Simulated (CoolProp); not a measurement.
Acetone along the isobar 1.02 MPa: density (kg/m³) from the reference equation and from simpler models built on Tc = 508.1 K, pc = 4.692 MPa, ω = 0.307; each cubic takes its own stable root.

Values from CoolProp's reference Helmholtz-energy equation of state, Lemmon 2006. It is a short technical equation, of lower accuracy than the large ones.

```json
[
 {"T (K)": "414", "phase": "liquid", "reference": "634.5"},
 {"T (K)": "424.5", "phase": "gas", "reference": "20.86"},
 {"T (K)": "434.9", "phase": "gas", "reference": "19.82"},
 {"T (K)": "445.4", "phase": "gas", "reference": "18.93"},
 {"T (K)": "455.8", "phase": "gas", "reference": "18.18"},
 {"T (K)": "466.3", "phase": "gas", "reference": "17.50"},
 {"T (K)": "476.8", "phase": "gas", "reference": "16.90"},
 {"T (K)": "487.2", "phase": "gas", "reference": "16.36"},
 {"T (K)": "497.7", "phase": "gas", "reference": "15.86"},
 {"T (K)": "508.2", "phase": "gas", "reference": "15.40"},
 {"T (K)": "518.6", "phase": "gas", "reference": "14.98"},
 {"T (K)": "529.1", "phase": "gas", "reference": "14.59"},
 {"T (K)": "539.5", "phase": "gas", "reference": "14.22"},
 {"T (K)": "550", "phase": "gas", "reference": "13.88"}
]
```

Q: How far does each simpler model (van der Waals, Redlich-Kwong, Soave-Redlich-Kwong, Peng-Robinson) lie from the reference over these 14 states: mean and median of the absolute difference, and the worst?

A: 
- van der Waals: mean 10.6 %, median 3.5 %, worst -96.9 % at 414 K and 1.02 MPa
- Redlich-Kwong: mean 9.2 %, median 2.1 %, worst -96.8 % at 414 K and 1.02 MPa
- Soave-Redlich-Kwong: mean 3.6 %, median 1.8 %, worst -23.2 % at 414 K and 1.02 MPa
- Peng-Robinson: mean 2.0 %, median 0.8 %, worst -12.9 % at 414 K and 1.02 MPa

At some of these states van der Waals, Redlich-Kwong gives the other phase, because its saturation line lies elsewhere.
